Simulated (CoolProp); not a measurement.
Vapour-liquid equilibrium of m-xylene (1) + o-xylene (2) at 208.85 °C; x and y are mole fractions of (1).

Computed with CoolProp (multi-fluid Helmholtz-energy mixture model, Zhou 2012 and Zhou 2012; pair parameters Bell 2016).

```csv
x,bubble pressure (MPa),y at the bubble point,dew pressure at overall composition x (MPa),liquid density (mol/L)
0.05,0.4330,0.055,0.4328,6.599
0.125,0.4369,0.136,0.4363,6.584
0.2,0.4408,0.217,0.4400,6.568
0.275,0.4450,0.296,0.4438,6.552
0.35,0.4492,0.374,0.4478,6.536
0.425,0.4534,0.451,0.4520,6.520
0.5,0.4577,0.527,0.4562,6.504
0.575,0.4620,0.601,0.4605,6.488
0.65,0.4663,0.674,0.4649,6.472
0.725,0.4705,0.745,0.4693,6.456
0.8,0.4746,0.816,0.4737,6.440
0.875,0.4787,0.885,0.4781,6.424
0.95,0.4826,0.954,0.4823,6.409
```

No azeotrope shows between x = 0.05 and 0.95.

The pair parameters rest on a limited set of measurements; away from them the model extrapolates.
